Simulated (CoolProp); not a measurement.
R236EA along the isobar 2440 kPa: fugacity coefficient from the reference equation and from simpler models built on Tc = 412.4 K, pc = 3414 kPa, ω = 0.368; each cubic takes its own stable root.

Values from CoolProp's reference Helmholtz-energy equation of state, Rui 2013.

```tsv
T (K)	phase	reference
256.5	liquid	0.01619
265	liquid	0.02415
273.5	liquid	0.03487
282	liquid	0.04890
290.6	liquid	0.06702
299.1	liquid	0.08936
307.6	liquid	0.1166
316.1	liquid	0.1491
324.6	liquid	0.1873
333.1	liquid	0.2314
341.6	liquid	0.2815
350.1	liquid	0.3377
358.6	liquid	0.3996
367.1	liquid	0.4671
375.6	liquid	0.5394
```

How far does each simpler model (van der Waals, Redlich-Kwong, Peng-Robinson) lie from the reference over these 15 states: mean and median of the absolute difference, and the worst?


- van der Waals: mean 264.0 %, median 167.3 %, worst +877.8 % at 256.5 K and 2440 kPa
- Redlich-Kwong: mean 74.0 %, median 61.1 %, worst +178.3 % at 256.5 K and 2440 kPa
- Peng-Robinson: mean 0.4 %, median 0.2 %, worst +1.7 % at 256.5 K and 2440 kPa
